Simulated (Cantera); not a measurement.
An isothermal, constant-pressure homogeneous reactor starts with H₂ : O₂ : N₂ = 0.93 : 1 : 11 (molar parts), equivalence ratio 0.47, at 1423 K and 0.132 atm.

Model: the H2/O2 subset of GRI-Mech 3.0, which has no nitrogen chemistry, integrated in Cantera. The temperature is held fixed by assumption; the heat of reaction is taken as removed at once.

One state of this run: x H₂ = 0.00395; x O₂ = 0.0430; x HO₂ = 2.35e-6; x H₂O = 0.0643; x OH = 0.00293. x: mole fraction; the columns are a selection and need not sum to one.

**Question.** Which value of t (s) does it belong to?
A) 0.00397
B) 2.75e-5
C) 3.00
D) 0.109

**Answer.** A, 0.00397
